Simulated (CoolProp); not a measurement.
Vapour-liquid equilibrium of CH2F2 (R32) (1) + R143a (2) at -18.35 °C; x and y are mole fractions of (1).

Model: multi-fluid Helmholtz-energy mixture model, Tillner-Roth 1997 and Lemmon and Jacobsen 2000; pair parameters Bell 2016, in CoolProp.

**Question.** Give the bubble pressure and the first vapour's composition at x = 0.275, 0.5, 0.725. Is there an azeotrope?

**Answer.** x = 0.275: 3.905 bar, y = 0.354; x = 0.5: 4.190 bar, y = 0.560; x = 0.725: 4.341 bar, y = 0.742. y crosses x between x = 0.8 and 0.875: the model has an azeotrope there.

Pair parameters are fitted to limited data, so mixtures are less certain than the pure fluids.
